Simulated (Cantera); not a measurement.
# Thermodynamics of boron, boron nitride and boron oxide, feed BCl₃ + N₂ + H₂

Feed: 1 mol BCl₃, 0.47 mol N₂, 0.11 mol H₂, at 1100 K and 0.270 Torr.

These are equilibrium values from Cantera (NASA tables, ideal gas, pure condensed phases), not measurements of a reactor. Candidate condensed phases: B, BN, NH₄Cl; 21 gas species. N₂ is the only nitrogen source here; it is nearly inert below about 1500 K, so the nitride shown seldom forms there in practice. Rates play no part.

```yaml
x(BCl₃): 0.586
x(N₂): 0.274
x(HCl): 0.139
x(Cl): 4.64e-5
x(H₂): 1.34e-5
x(BCl₂): 1.79e-6
n(BN(s)): 0.0733 mol
gas_amount: 1.580 mol
log10 activity of B(s) (absent): -5.30
```
